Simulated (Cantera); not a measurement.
# Premixed flame

A freely propagating, adiabatic, planar premixed flame of 12.7 % CH₄, 2.54 % CO, 17.8 % O₂, 66.9 % N₂, equivalence ratio 1.5, unburnt at 373 K and 3750 Torr; mixture-averaged transport, grid criteria slope 0.08 and curve 0.16, no radiation.

Cantera simulation using GRI-Mech 3.0 (53 species, 325 reactions); the numbers are that mechanism's predictions, not measurements. Burning velocities carry a grid error of a few per cent, more on coarse grids.

| z (mm) | T (K) | u (m/s) | x CH₄ | x CO | x O₂ | x HCO | x NO | x H |
|---|---|---|---|---|---|---|---|---|
| -1.05 | 374 | 0.103 | 0.127 | 0.0254 | 0.177 | <1e-8 | <1e-8 | <1e-8 |
| -0.700 | 382 | 0.106 | 0.125 | 0.0254 | 0.176 | <1e-8 | <1e-8 | <1e-8 |
| -0.525 | 413 | 0.115 | 0.123 | 0.0258 | 0.173 | <1e-8 | <1e-8 | <1e-8 |
| -0.350 | 559 | 0.158 | 0.112 | 0.0291 | 0.161 | <1e-8 | <1e-8 | <1e-8 |
| -0.175 | 1050 | 0.302 | 0.0759 | 0.0457 | 0.114 | 2.03e-8 | 2.64e-7 | 1.25e-6 |
| -0.0876 | 1436 | 0.418 | 0.0455 | 0.0626 | 0.0702 | 8.48e-7 | 7.95e-7 | 2.96e-5 |
| 0 | 1781 | 0.522 | 0.0182 | 0.0793 | 0.0272 | 2.07e-6 | 1.44e-6 | 0.000234 |
| 0.0876 | 1935 | 0.568 | 0.00772 | 0.0849 | 0.00768 | 8.27e-7 | 2.23e-6 | 0.000388 |
| 0.175 | 1981 | 0.582 | 0.00500 | 0.0852 | 0.00243 | 2.86e-7 | 2.78e-6 | 0.000328 |
| 0.350 | 1999 | 0.587 | 0.00345 | 0.0846 | 0.000400 | 8.65e-8 | 3.30e-6 | 0.000221 |
| 0.700 | 1999 | 0.588 | 0.00238 | 0.0848 | 2.73e-5 | 4.84e-8 | 3.92e-6 | 0.000183 |
| 1.40 | 1994 | 0.587 | 0.00150 | 0.0870 | 2.96e-7 | 3.93e-8 | 5.07e-6 | 0.000179 |
| 2.80 | 1989 | 0.587 | 0.000833 | 0.0902 | 7.42e-8 | 3.44e-8 | 7.19e-6 | 0.000176 |
x: mole fraction of selected species; z is measured from the peak of heat release.

| Quantity | Value |
|---|---|
| laminar burning velocity | 10.2 cm/s |
| thermal thickness | 0.350 mm |
| peak x(HCO) | 2.15e-6 |
| peak x(H) | 0.000388 |
| grid points | 117 |
